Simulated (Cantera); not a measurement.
Charge: 1 mol Si, 3.9 mol H2, 2.4 mol Cl2, at 898 K and 9.30 bar.

Cantera equilibrium calculation (NASA polynomials, part measured and part estimated; ideal gas, pure solids and liquids). Candidate condensed phases: Si; 19 gas species. The numbers say what is thermodynamically allowed, not how fast it happens.

Problem. What is the equilibrium state?

Solution. 
```
Quantity                             Result
--------------------------------  ---------
x(H2)                                 0.658
x(SiCl4)                              0.186
x(HCl)                                0.153
x(SiHCl3)                           0.00223
x(SiCl3)                            3.63e-6
x(SiH2Cl2)                          2.52e-6
gas amount                        5.300 mol
log10 activity of Si(s) (absent)      -7.15
```
